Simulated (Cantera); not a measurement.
SO2 + H2 + O2 (abatement and gas-phase synthesis)

Input: 1 mol SO2, 0.17 mol H2, 2 mol O2.

Method: chemical equilibrium by Gibbs-energy minimisation in Cantera with the NASA 1993 tables (ideal gas, pure condensed phases). Candidate condensed phases: H2O, H2SO4, S; 19 gas species. The ideal-gas law is rough above about 30 bar. Equilibrium is a limit: real reactors are often held back by kinetics, nucleation or transport.

Stable condensed phases:

```
T in K \ P in Pa
               10       44      200      880     3900    17000    77000   340000  1500000  6800000 30000000
   1650         A        A        A        A        A        A        A        A        A        A        A
   1550         A        A        A        A        A        A        A        A        A        A        A
   1450         A        A        A        A        A        A        A        A        A        A        A
   1350         A        A        A        A        A        A        A        A        A        A        A
   1250         A        A        A        A        A        A        A        A        A        A        A
   1150         A        A        A        A        A        A        A        A        A        A        A
   1050         A        A        A        A        A        A        A        A        A        A        A
    950         A        A        A        A        A        A        A        A        A        A        A
    850         A        A        A        A        A        A        A        A        A        A        B
    750         A        A        A        A        A        A        A        A        A        A        B
    650         A        A        A        A        A        A        A        A        A        B        B
    550         A        A        A        A        A        A        A        A        B        B        B
```

A: gas only; B: H2SO4.
